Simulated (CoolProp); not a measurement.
Vapour-liquid equilibrium of dimethyl ether (1) + n-butane (2) at 48.55 °C; x and y are mole fractions of (1).

Values from CoolProp's multi-fluid Helmholtz-energy mixture model, Wu 2011 and Bücker 2006; pair parameters Bell 2016.

```
x      bubble pressure, mixture model (kPa)  bubble pressure, Raoult's law (kPa)  y, mixture model  y, Raoult's law
-----  ------------------------------------  -----------------------------------  ----------------  ---------------
0.05                                  529.0                                508.6             0.129            0.109
0.125                                 600.8                                555.6               ___            0.248
0.2                                   666.0                                602.6               ___            0.366
0.275                                 725.3                                649.6               ___            0.467
0.35                                  779.5                                696.6             0.550            0.555
0.425                                   ___                                743.6             0.613            0.631
0.5                                   874.6                                790.6             0.669            0.698
0.575                                 916.8                                837.7             0.720            0.758
0.65                                  955.9                                884.7             0.768            0.811
0.725                                 992.3                                931.7             0.816            0.859
0.8                                    1026                                978.7             0.863            0.902
0.875                                  1058                                 1026             0.912            0.942
0.95                                   1087                                 1073             0.963            0.978
```

Question: Fill in the missing entries.

Answer: 
- 0.125, y, mixture model: 0.277
- 0.2, y, mixture model: 0.388
- 0.275, y, mixture model: 0.477
- 0.425, bubble pressure, mixture model (kPa): 829.1

The largest gap from Raoult's law is +11.9 % in bubble pressure, at x = 0.35. No azeotrope shows between x = 0.05 and 0.95.

The pair parameters rest on a limited set of measurements; away from them the model extrapolates.
